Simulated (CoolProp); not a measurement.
Properties of cyclohexane along the isobar 1.01 bar.

Model: reference Helmholtz-energy equation of state, Zhou 2014, in CoolProp.

```csv
T (K),phase,speed of sound (m/s),viscosity (µPa s)
524.6,gas,230.4,11.7
534.1,gas,___,___
543.7,gas,234.6,12.1
553.2,gas,236.7,12.3
562.8,gas,___,___
572.3,gas,240.8,12.7
581.8,gas,___,___
591.4,gas,244.8,13.0
600.9,gas,246.8,13.2
610.5,gas,___,13.4
620,gas,250.7,___
```

Question: Fill in the missing entries.

Answer: 
- 534.1, speed of sound (m/s): 232.5
- 534.1, viscosity (µPa s): 11.9
- 562.8, speed of sound (m/s): 238.8
- 562.8, viscosity (µPa s): 12.5
- 581.8, speed of sound (m/s): 242.8
- 581.8, viscosity (µPa s): 12.8
- 610.5, speed of sound (m/s): 248.8
- 620, viscosity (µPa s): 13.6

Viscosity comes from a separate model (Tariq 2014).
